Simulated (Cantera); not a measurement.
Charge: 1 mol CH3SiCl3, 2.5 mol HCl, 8.8 mol H2, held at 7300 Pa.

Equilibrium computed with Cantera from the NASA thermochemical tables; the gas is ideal and each condensed phase is pure. Candidate condensed phases: C, C6H6, C7H8, C8H18, Si, SiC; 109 gas species. The feed counts by its element totals alone. The tables' values for SiCl3 are old estimates; treat these amounts as uncertain. Rates play no part. All values below are at 1427 °C.

Base state: H2 0.628, HCl 0.359, SiCl2 0.0109, SiCl3 0.00107, H 0.000432, SiCl4 0.000207, Cl 0.000192, SiHCl3 7.03e-5 (mole fractions); condensed: C(graphite) + SiC(s).

### Question
What changes in the equilibrium state with this change: pressure from 7300 Pa to 1330 Pa?

### Answer
```tsv
species	before	after
H2	0.628	0.627
HCl	0.359	0.360
SiCl2	0.0109	0.0110
SiCl3	0.00107	0.000466
CH4	3.16e-5	5.73e-6
SiHCl3	7.03e-5	1.31e-5
SiCl4	0.000207	3.88e-5
Cl	0.000192	0.000452
C(graphite), mol	0.173	0.164
SiC(s), mol	0.825	0.835
```
